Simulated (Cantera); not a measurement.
Transport properties of process gases

Gas mixture: 35.6 % C2H4, 33.0 % CO2, 31.4 % CH4, at 1.00 bar, frozen composition.

Cantera's kinetic-theory transport with the Lennard-Jones parameters of GRI-Mech 3.0, ideal gas; thermal conductivity in the mixture-averaged form. The composition is frozen, though it would react at the higher temperatures.

| T (K) | ρ (kg/m³) | cp (J/kg/K) | μ (µPa s) | λ (mW/m/K) | Pr | D (cm²/s) NO | D (cm²/s) CO2 | D (cm²/s) OH |
|---|---|---|---|---|---|---|---|---|
| 400 | 0.888 | 1526 | 16.2 | 34.9 | 0.710 | 0.294 | 0.240 | 0.454 |
| 600 | 0.592 | 1944 | 22.8 | 61.3 | 0.722 | 0.600 | 0.504 | 0.921 |
| 800 | 0.444 | 2266 | 28.4 | 88.5 | 0.728 | 0.982 | 0.839 | 1.50 |
| 1000 | 0.355 | 2523 | 33.4 | 115 | 0.734 | 1.43 | 1.24 | 2.19 |
| 1200 | 0.296 | 2720 | 38.0 | 140 | 0.738 | 1.95 | 1.69 | 2.97 |
| 1400 | 0.254 | 2875 | 42.2 | 164 | 0.740 | 2.52 | 2.19 | 3.84 |
| 1600 | 0.222 | 2997 | 46.2 | 187 | 0.741 | 3.15 | 2.75 | 4.80 |
D: mixture-averaged diffusion coefficient of that species in the mixture.
